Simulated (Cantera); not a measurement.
An isothermal, constant-pressure homogeneous reactor starts with CH4 : CO2 : H2 = 1 : 2.8 : 0.12 (molar parts), at 1725 K and 1.50 bar.

Model: GRI-Mech 3.0 (53 species, 325 reactions), integrated in Cantera.

One state of this run: x CH4 = 0.166; x CO2 = 0.634; x H2 = 0.0988; x C2H4 = 0.00557; x O = 1.74e-10; x C2H6 = 0.000560. x: mole fraction; the columns are a selection and need not sum to one.

Q: Which value of t (s) does it belong to?
A. 0.0100
B. 1.00e-5
C. 0.00251
D. 0.000158

A: C, 0.00251
